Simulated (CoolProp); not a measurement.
Vapour-liquid equilibrium of toluene (1) + n-decane (2) at 95.4 kPa; x and y are mole fractions of (1).

Model: multi-fluid Helmholtz-energy mixture model, Lemmon 2006 and Lemmon 2006; pair parameters Bell 2016, in CoolProp.

```tsv
x	bubble temperature (K)	y at the bubble point	dew temperature at overall composition x (K)	liquid density (mol/L)
0.05	438.6	0.187	443.3	4.404
0.2	421.9	0.564	438.1	4.862
0.35	409.2	0.756	432.2	5.357
0.5	400.1	0.857	425.3	5.904
0.65	393.2	0.917	416.7	6.528
0.8	387.8	0.958	405.5	7.260
0.95	383.1	0.990	388.9	8.143
```

No azeotrope shows between x = 0.05 and 0.95.

The pair parameters rest on a limited set of measurements; away from them the model extrapolates. The gap from Raoult's law changes sign with composition, which may be real or a fault of the pair parameters; it wasn't checked against measurements.
